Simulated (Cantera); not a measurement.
Catalytic combustion on Pt

An isothermal plug-flow reactor at 650 K and 3750 Torr (inlet), inlet velocity 0.23 m/s, active area per volume 160 1/m; feed H2 : O2 : N2 = 0.0076 : 0.19 : 0.79 (molar parts), equivalence ratio 0.020.

Detailed kinetics in Cantera: Deutschmann's 1995 Pt surface mechanism with GRI-Mech 3.0 gas chemistry. Catalytic surfaces can have several steady states; this one follows from the mechanism file's or the stated starting coverage. Mass transfer to the wall is taken as infinitely fast.

```json
[
 {"z (m)": "4.6e-05", "x H2": "0.00721", "x O2": "0.192", "x H2O": "0.000489", "θ free Pt": "0.0645", "θ O*": "0.927", "θ OH*": "0.00894"},
 {"z (m)": "7.7e-05", "x H2": "0.00691", "x O2": "0.192", "x H2O": "0.000785", "θ free Pt": "0.0619", "θ O*": "0.929", "θ OH*": "0.00900"},
 {"z (m)": "0.00013", "x H2": "0.00646", "x O2": "0.192", "x H2O": "0.00124", "θ free Pt": "0.0579", "θ O*": "0.933", "θ OH*": "0.00904"},
 {"z (m)": "0.00021", "x H2": "0.00588", "x O2": "0.192", "x H2O": "0.00182", "θ free Pt": "0.0528", "θ O*": "0.938", "θ OH*": "0.00904"},
 {"z (m)": "0.00036", "x H2": "0.00503", "x O2": "0.191", "x H2O": "0.00268", "θ free Pt": "0.0452", "θ O*": "0.946", "θ OH*": "0.00890"},
 {"z (m)": "0.0006", "x H2": "0.00408", "x O2": "0.191", "x H2O": "0.00363", "θ free Pt": "0.0368", "θ O*": "0.955", "θ OH*": "0.00854"},
 {"z (m)": "0.001", "x H2": "0.00310", "x O2": "0.191", "x H2O": "0.00461", "θ free Pt": "0.0280", "θ O*": "0.964", "θ OH*": "0.00791"},
 {"z (m)": "0.0017", "x H2": "0.00218", "x O2": "0.190", "x H2O": "0.00553", "θ free Pt": "0.0198", "θ O*": "0.973", "θ OH*": "0.00699"},
 {"z (m)": "0.0028", "x H2": "0.00149", "x O2": "0.190", "x H2O": "0.00623", "θ free Pt": "0.0135", "θ O*": "0.980", "θ OH*": "0.00599"},
 {"z (m)": "0.0046", "x H2": "0.000976", "x O2": "0.190", "x H2O": "0.00674", "θ free Pt": "0.00893", "θ O*": "0.986", "θ OH*": "0.00499"}
]
```
x: gas mole fraction; θ: surface coverage.
